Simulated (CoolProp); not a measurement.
R114 along the isotherm 5.05 °C: density (kg/m³) from the reference equation and from simpler models built on Tc = 147.5 °C, pc = 3.352 MPa, ω = 0.252; each cubic takes its own stable root.

Values from CoolProp's reference Helmholtz-energy equation of state, Platzer 1990. This equation is an older, rougher fit; its heat capacities, sound speeds and derivatives of the liquid may be far off and weren't checked against measurements.

```tsv
p (MPa)	phase	reference
0.599	liquid	1516
1.2	liquid	1518
1.8	liquid	1520
2.39	liquid	1522
2.99	liquid	1524
```

**Question.** How far does each simpler model (Soave-Redlich-Kwong, Peng-Robinson) lie from the reference over these 5 states: mean and median of the absolute difference, and the worst?

**Answer.** 
- Soave-Redlich-Kwong: mean 3.3 %, median 3.3 %, worst -3.5 % at 5.05 °C and 0.599 MPa
- Peng-Robinson: mean 9.3 %, median 9.3 %, worst +9.4 % at 5.05 °C and 2.99 MPa
